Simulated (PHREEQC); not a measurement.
Solution (25 °C): 0.066 mol KH2PO4 and 0.003 mol KCl per kg of water. Closed to the air; pH follows from the charge balance.

Equilibrium calculation in PHREEQC: ion-association model, phreeqc.dat.

Question: The ionic strength comes out as 0.0693 mol/kgw. What activity coefficients do KHPO4-, K+, H+, H2PO4-, HPO4-2 get?

Answer: KHPO4- 0.81, K+ 0.79, H+ 0.84, H2PO4- 0.81, HPO4-2 0.42.

This is a speciation only: nothing precipitates in the calculation.
